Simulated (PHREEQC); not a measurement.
TMAH is added in steps, without added water, to 1 kg of water holding 33 mmol/kgw CuSO4, 37 mmol/kgw HCl and 28 mmol/kgw Na2SO4, at 5.2 °C. Oxygen is held at 0.21 atm. The system is closed to CO2. Nothing may precipitate in this run.

Base run: PHREEQC, ion-association model, wateq4f.dat. Each further column changes one thing. The table gives Cu(OH)2 (mol/kgw).

```csv
TMAH added (mol),base,temperature from 5.2 to 90 °C,CuSO4 from 0.033 to 0.0363 mol/kgw,HCl from 0.037 to 0.0185 mol/kgw
0,4.72e-13,2.57e-12,5.26e-13,2.07e-12
0.01833,1.98e-12,1.58e-11,2.21e-12,2.69e-8
0.03667,6.67e-9,2.07e-8,7.42e-9,0.00251
0.055,0.00244,2.96e-6,0.00217,0.00962
0.07333,0.00946,0.00322,0.00820,0.0231
0.09167,0.0229,0.0203,0.0206,0.0295
0.11,0.0296,0.0320,0.0361,0.0214
```

In at least one series the solution becomes supersaturated in solids that the run did not let form, among them Cu(OH)2, Brochantite, Antlerite, Atacamite. (CH3)4N+ isn't in the database: it is added as a free cation with an ion size of 4 Å. At this temperature some constants are extrapolated from 25 °C, and those without enthalpy data are left unchanged. The database's constant for dissolved Cu(OH)2 is higher than later reviews accept.
